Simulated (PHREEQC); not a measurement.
0.032 g of hydrous ferric oxide (600 m²/g; 0.2 weak and 0.005 strong sites per Fe, Dzombak-Morel constants, diffuse double layer) in 1 kg of water with 0.001 mol/kgw of an inert sodium salt, at 25 °C; the pH is set by adding NaOH or the inert anion's acid. O2 is buffered at 0.21 atm. CO2 from the air is kept out. No solid was allowed to form.

Base run: PHREEQC, ion-association model, wateq4f.dat. Each further column changes one thing. The table gives surface charge σ (C/m²).

```csv
pH,base,background salt from 0.001 to 0.0001 mol/kgw,oxide from 0.032 to 0.16 g/kgw,1.9e-05 mol/kgw ZnSO4 added
4,0.117,0.066,0.119,0.057
4.5,0.078,0.036,0.079,0.036
5.5,0.031,…,0.031,0.017
6,0.019,0.006,0.019,0.013
7,0.006,0.002,0.006,0.007
7.5,0.003,0.001,0.003,0.005
8.5,-0.002,-0.001,-0.002,0.001
9,-0.004,-0.001,-0.004,-0.001
10,-0.015,-0.007,-0.016,-0.008
10.5,-0.028,-0.017,-0.028,-0.015
11.5,-0.107,…,-0.107,-0.067
12,-0.200,-0.196,-0.200,…
```

Q: Complete the blanks.

A: 
- 5.5, background salt from 0.001 to 0.0001 mol/kgw: 0.011
- 11.5, background salt from 0.001 to 0.0001 mol/kgw: -0.099
- 12, 1.9e-05 mol/kgw ZnSO4 added: -0.150
